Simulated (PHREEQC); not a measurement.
Make-up at 55 °C: 0.028 mol/kgw NaOH and 0.00063 mol/kgw NaAlO2. It is in equilibrium with CO2 at log p = -3.4 (atm). Otherwise closed; pH follows from the charge balance.

Computed with PHREEQC (ion-association model, phreeqc.dat).

No solid was allowed to form.

Task: What pH, ionic strength, specific conductance does the model give?

Result: pH 9.45; ionic strength 0.0287 mol/kgw; specific conductance 3790 µS/cm.

Task: In which forms is Na present?

Result: Na+ 86 %, NaCO3- 13 % of the Na.

Examples of supersaturated solids here: Gibbsite (slow to form). Others may be too. Complexes and solids missing from the database can't appear. At this temperature some constants are extrapolated from 25 °C, and those without enthalpy data are left unchanged.
